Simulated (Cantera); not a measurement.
An isothermal, constant-pressure homogeneous reactor starts with 32.1 % H2, 36.1 % O2, 31.8 % N2, equivalence ratio 0.45, at 1075 K and 0.133 bar.

Cantera simulation using GRI-Mech 3.0 (53 species, 325 reactions); the numbers are that mechanism's predictions, not measurements. The temperature is held fixed by assumption; the heat of reaction is taken as removed at once.

x: mole fraction; the columns are a selection and need not sum to one.

```json
[
 {"t (s)": "9.00e-6", "x H2": "0.321", "x O2": "0.361", "x NO": "<1e-12", "x N2O": "<1e-12", "x H2O2": "<1e-12", "x H2O": "1.37e-10"},
 {"t (s)": "2.63e-5", "x H2": "0.321", "x O2": "0.361", "x NO": "<1e-12", "x N2O": "<1e-12", "x H2O2": "2.11e-12", "x H2O": "2.20e-9"},
 {"t (s)": "7.66e-5", "x H2": "0.321", "x O2": "0.361", "x NO": "<1e-12", "x N2O": "<1e-12", "x H2O2": "2.30e-11", "x H2O": "8.84e-8"},
 {"t (s)": "0.000224", "x H2": "0.321", "x O2": "0.361", "x NO": "<1e-12", "x N2O": "2.11e-12", "x H2O2": "3.15e-8", "x H2O": "0.000409"},
 {"t (s)": "0.000652", "x H2": "0.0108", "x O2": "0.240", "x NO": "1.66e-6", "x N2O": "9.18e-9", "x H2O2": "8.19e-6", "x H2O": "0.362"},
 {"t (s)": "0.00190", "x H2": "0.00108", "x O2": "0.239", "x NO": "1.68e-6", "x N2O": "1.31e-8", "x H2O2": "3.91e-6", "x H2O": "0.381"},
 {"t (s)": "0.00555", "x H2": "(withheld)", "x O2": "0.239", "x NO": "1.65e-6", "x N2O": "1.41e-8", "x H2O2": "(withheld)", "x H2O": "0.382"},
 {"t (s)": "0.0162", "x H2": "1.93e-5", "x O2": "0.239", "x NO": "1.63e-6", "x N2O": "1.45e-8", "x H2O2": "4.30e-7", "x H2O": "0.383"},
 {"t (s)": "0.0473", "x H2": "1.56e-6", "x O2": "0.239", "x NO": "1.64e-6", "x N2O": "1.47e-8", "x H2O2": "1.25e-7", "x H2O": "0.383"},
 {"t (s)": "0.138", "x H2": "1.69e-7", "x O2": "0.239", "x NO": "1.67e-6", "x N2O": "1.48e-8", "x H2O2": "3.82e-8", "x H2O": "0.383"},
 {"t (s)": "0.403", "x H2": "3.96e-8", "x O2": "0.239", "x NO": "1.68e-6", "x N2O": "1.49e-8", "x H2O2": "1.26e-8", "x H2O": "0.383"},
 {"t (s)": "1.17", "x H2": "1.19e-8", "x O2": "0.239", "x NO": "1.69e-6", "x N2O": "1.49e-8", "x H2O2": "4.34e-9", "x H2O": "0.383"},
 {"t (s)": "3.43", "x H2": "4.08e-9", "x O2": "0.239", "x NO": "1.69e-6", "x N2O": "1.47e-8", "x H2O2": "1.56e-9", "x H2O": "0.383"},
 {"t (s)": "10.0", "x H2": "(withheld)", "x O2": "0.239", "x NO": "1.68e-6", "x N2O": "1.40e-8", "x H2O2": "6.67e-10", "x H2O": "0.383"}
]
```

Question: Complete the blanks.

Answer: 
- 0.00555, x H2: 0.000169
- 0.00555, x H2O2: 1.40e-6
- 10.0, x H2: 1.89e-9
